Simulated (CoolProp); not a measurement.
Propylene at 547.23 K and 0.618 MPa is throttled through a valve to 0.153 MPa with no heat exchange. Each further row changes one setting.

Values from CoolProp's reference Helmholtz-energy equation of state, Lemmon 2013.

```json
[
 {"case": "as stated", "temperature change (K)": "-1.5", "final density (kg/m³)": "1.42"},
 {"case": "outlet pressure 0.0459 MPa", "temperature change (K)": "-1.9", "final density (kg/m³)": "0.426"},
 {"case": "outlet pressure 0.199 MPa", "temperature change (K)": "-1.4", "final density (kg/m³)": "1.85"}
]
```
